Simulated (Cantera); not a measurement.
Feed: 1 mol Ti(OiPr)4, 0.45 mol NH3, equilibrated at 802 °C and 0.320 bar.

Method: chemical equilibrium by Gibbs-energy minimisation in Cantera with the NASA 1993 tables (ideal gas, pure condensed phases). Candidate condensed phases: C, C6H6, C7H8, C8H18, H2O, Ti, TiC, TiN, TiO, TiO2, Ti2O3, Ti3O5, Ti4O7; 139 gas species. The feed counts by its element totals alone. Kinetics and transport are ignored.

Base state: H2 0.856, CO 0.115, N2 0.0135, CH4 0.0106, H2O 0.00398, CO2 0.000575, NH3 1.08e-5 (mole fractions); condensed: C(graphite) + TiO2(rutile).

Problem. What changes in the equilibrium state with this change: temperature from 802 °C to 1452 °C?

Solution. 
| species | before | after |
|---|---|---|
| H2 | 0.856 | 0.776 |
| CO | 0.115 | 0.212 |
| N2 | 0.0135 | 0.0117 |
| CH4 | 0.0106 | 0.000192 |
| H | 2.40e-8 | 0.000289 |
| C2H2 (acetylene) | 6.44e-9 | 7.15e-5 |
| HNC | 4.19e-9 | 1.27e-5 |
| C(graphite), mol | 9.90 | 6.99 |
| TiO2(rutile), mol | 1.00 | 0 |
| TiC(s), mol | 0 | 1.00 |
TiC: taken at fixed stoichiometry.
